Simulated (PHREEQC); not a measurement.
1 kg of water holding 0.0032 mol/kgw NaCl, 0.012 mol/kgw Na2SO4 and 0.37 mol/kgw MgSO4 is evaporated at 90 °C; the solids stay in contact with the brine. No CO2 enters from the air. Solids allowed: Bischofite, Bloedite, Brucite, Epsomite, Halite, Hexahydrite, Kieserite, Mirabilite, Thenardite, MgCl2_4H2O. Others were left out.

The series has 14 steps of water left (kg), from 1 to 0.07751.

The numbers come from PHREEQC with the Pitzer model, pitzer.dat.

Which solids form, in which order, and at which step of the series does each first stand?

Kieserite from water left = 0.07751 kg.

At this temperature some constants are extrapolated from 25 °C, and those without enthalpy data are left unchanged.
